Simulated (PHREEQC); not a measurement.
A PHREEQC input (ion-association model, phreeqc.dat):

```
SOLUTION 1
  temp 25
  units mg/L
  pH 6.01
  pe 1.2
  Na 1.23
  K 0.078
  Ca 0,0468
  Mg 1.73
  Cl 0.976
  S(6) 3.47 as SO4
  Alkalinity 6.45 as HCO3
  Mn(2) 0.0865
END
USE solution 1
EQUILIBRIUM_PHASES 1
  Quartz 0 0.5
  CO2(g) -2 10
END
```

The run finishes without an error or a warning.

Its last state differs from that of the intended input:

| quantity | as run | intended |
|---|---|---|
| ionic strength (mol/kgw) | 0.000311 | 0.000314 |
| SI of Quartz (SiO2) | +0.00 | -0.00 |

Task: One thing in the input isn't as intended. What explains the difference?

Result: Several could match; the one computed here: The fault: a decimal comma in the Ca value. The line should read `Ca 0.0468` where the input has `Ca 0,0468`.
